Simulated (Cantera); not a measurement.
A Cantera script and its output.

```python
import numpy as np
import cantera as ct

gas = ct.Solution("gri30.yaml")
gas.TPX = 400, 101325, {'C3H8': 1, 'O2': 4.55, 'N2': 17.1}
inlet = ct.Reservoir(gas, clone=True)
gas.equilibrate("HP")  # start burning
reactor = ct.IdealGasConstPressureReactor(gas, energy="on", clone=False)
exhaust = ct.Reservoir(gas, clone=True)
tau = [0.025, 0.012, 0.0057, 0.0028, 0.0013, 0.00064, 0.00031, 0.00015, 7.1e-05, 3.4e-05, 1.6e-05, 7.9e-06][0]
for a, b in ((inlet, reactor), (reactor, exhaust)):
    ct.MassFlowController(a, b, mdot=lambda t: reactor.mass / tau)
net = ct.ReactorNet([reactor])
show = ['C3H8', 'O2', 'NO', 'CH4', 'O']

rows = []
print(f"{'tau/s':>10s}{'T/K':>9s}" + "".join(f"{s:>11s}" for s in show))
for tau in [0.025, 0.012, 0.0057, 0.0028, 0.0013, 0.00064, 0.00031, 0.00015, 7.1e-05, 3.4e-05, 1.6e-05, 7.9e-06]:
    net.initial_time = 0.0
    net.advance(30 * tau)
    before = gas.X
    net.advance(40 * tau)
    drift = np.max(np.abs(gas.X - before) / (gas.X + 1e-9))
    rows.append([gas.T, *gas[show].X, drift])
    print(f"{tau:10.3e}{gas.T:9.1f}" + "".join(f"{x:11.3e}" for x in gas[show].X))
```

Result:

```
     tau/s      T/K       C3H8         O2         NO        CH4          O
 2.500e-02   2266.2  5.040e-07  3.741e-03  7.918e-04  1.034e-06  6.293e-04
 1.200e-02   2238.8  9.371e-07  4.970e-03  6.516e-04  1.408e-06  8.950e-04
 5.700e-03   2203.5  1.732e-06  6.525e-03  5.061e-04  1.968e-06  1.274e-03
 2.800e-03   2163.7  3.106e-06  8.245e-03  3.803e-04  2.864e-06  1.739e-03
 1.300e-03   2115.9  5.904e-06  1.030e-02  2.712e-04  4.694e-06  2.322e-03
 6.400e-04   2069.4  1.099e-05  1.240e-02  1.960e-04  8.171e-06  2.863e-03
 3.100e-04   2020.3  2.177e-05  1.500e-02  1.397e-04  1.609e-05  3.297e-03
 1.500e-04   1965.2  4.723e-05  1.889e-02  9.637e-05  3.673e-05  3.417e-03
 7.100e-05   1871.1  1.371e-04  2.796e-02  5.161e-05  1.278e-04  2.715e-03
 3.400e-05    400.0  4.415e-02  2.009e-01  5.599e-19  6.448e-17  2.653e-29
 1.600e-05    400.0  4.415e-02  2.009e-01  1.294e-22  1.490e-20  1.582e-32
 7.900e-06    400.0  4.415e-02  2.009e-01  8.174e-24  9.414e-22  4.940e-34
```

Model: GRI-Mech 3.0 (53 species, 325 reactions), integrated in Cantera. GRI-Mech 3.0 was tuned for natural gas; its chemistry of propane as a main component is partial and can be far from experiment.
